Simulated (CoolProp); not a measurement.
Vapour pressure (MPa) of R1234ze(E): the reference equation beside estimates from Tc = 382.5 K, pc = 3.635 MPa, ω = 0.313. Clausius-Clapeyron is anchored at 293.5 K with a constant enthalpy of vaporisation of 19.43 kJ/mol.

Model: reference Helmholtz-energy equation of state, Thol 2016, in CoolProp.

```
T (K)  reference  Lee-Kesler  Clausius-Clapeyron  van der Waals  Redlich-Kwong  Soave-Redlich-Kwong  Peng-Robinson
-----  ---------  ----------  ------------------  -------------  -------------  -------------------  -------------
285       0.3282      0.3299              0.3407         0.9944         0.5268               0.3300         0.3270
293.5     0.4321      0.4348              0.4321          1.146         0.6592               0.4355         0.4308
301.9     0.5575      0.5613              0.5392          1.309         0.8113               0.5633         0.5564
310.4     0.7107      0.7153              0.6665          1.488         0.9884               0.7196         0.7100
318.9     0.8936      0.8987              0.8146          1.682          1.190               0.9062         0.8939
327.4      1.110       1.115              0.9853          1.891          1.419                1.127          1.112
335.9      1.363       1.368               1.180          2.115          1.675                1.385          1.367
344.3      1.653       1.657               1.399          2.353          1.956                1.680          1.661
```

Absolute difference from the reference over all 8 rows, mean and median: Lee-Kesler 0.5 and 0.5 %, Clausius-Clapeyron 7.8 and 7.5 %, van der Waals 108.6 and 98.8 %, Redlich-Kwong 37.5 and 36.1 %, Soave-Redlich-Kwong 1.2 and 1.3 %, Peng-Robinson 0.2 and 0.2 %.
